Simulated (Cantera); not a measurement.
A freely propagating, adiabatic, planar premixed flame of 41.8 % H2, 11.6 % O2, 43.4 % N2, 3.17 % H2O, equivalence ratio 1.8, unburnt at 348 K and 4.93 atm; mixture-averaged transport, grid criteria slope 0.08 and curve 0.16, no radiation.

Model: the H2/O2 subset of GRI-Mech 3.0, which has no nitrogen chemistry, integrated in Cantera. The hydrogen kinetics of GRI-Mech 3.0 are dated; newer H2 mechanisms differ, most at raised pressure. Burning velocities carry a grid error of a few per cent, more on coarse grids.

Task: Predict: laminar burning velocity; thermal thickness; peak x(H2O2); peak x(HO2); peak x(O).

Result: 
| Property | Result |
|---|---|
| laminar burning velocity | 327 cm/s |
| thermal thickness | 0.0450 mm |
| peak x(H2O2) | 0.000148 |
| peak x(HO2) | 0.00123 |
| peak x(O) | 0.00179 |
